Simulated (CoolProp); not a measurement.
Sulfur hexafluoride along the isobar 1.93 MPa: density (kg/m³) from the reference equation and from simpler models built on Tc = 45.6 °C, pc = 3.755 MPa, ω = 0.210; each cubic takes its own stable root.

Model: reference Helmholtz-energy equation of state, Guder 2009, in CoolProp.

```csv
T (°C),phase,reference
20.25,gas,164.8
30.25,gas,149.3
40.25,gas,138.0
50.25,gas,129.2
60.15,gas,122.0
70.15,gas,115.8
80.15,gas,110.5
90.05,gas,105.8
100.05,gas,101.6
110.05,gas,97.78
120.05,gas,94.32
129.95,gas,91.20
```

### Question
How far does each simpler model (ideal gas, van der Waals, Redlich-Kwong, Peng-Robinson) lie from the reference over these 12 states: mean and median of the absolute difference, and the worst?

### Answer
- ideal gas: mean 15.7 %, median 13.9 %, worst -29.9 % at 20.25 °C and 1.93 MPa
- van der Waals: mean 2.1 %, median 1.2 %, worst -8.5 % at 20.25 °C and 1.93 MPa
- Redlich-Kwong: mean 1.0 %, median 1.1 %, worst -2.7 % at 20.25 °C and 1.93 MPa
- Peng-Robinson: mean 2.0 %, median 2.0 %, worst +2.5 % at 40.25 °C and 1.93 MPa
